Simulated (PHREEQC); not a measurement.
Make-up at 20 °C: 140 mmol/kgw HF, 0.49 mmol/kgw NH4F and 1.3 mmol/kgw H4SiO4. Closed to the air; pH follows from the charge balance.

Equilibrium calculation in PHREEQC: ion-association model, phreeqc.dat.

Precipitation was switched off in this run.

Problem. What pH, ionic strength does the model give?

Solution. pH 1.91; ionic strength 0.0154 mol/kgw.

Problem. In which forms is F present?

Solution. HF 84 %, F- 5.7 %, SiF6-2 5.6 %, HF2- 4.9 % of the F.

SiF6-2 is the database's only silicon fluoride.
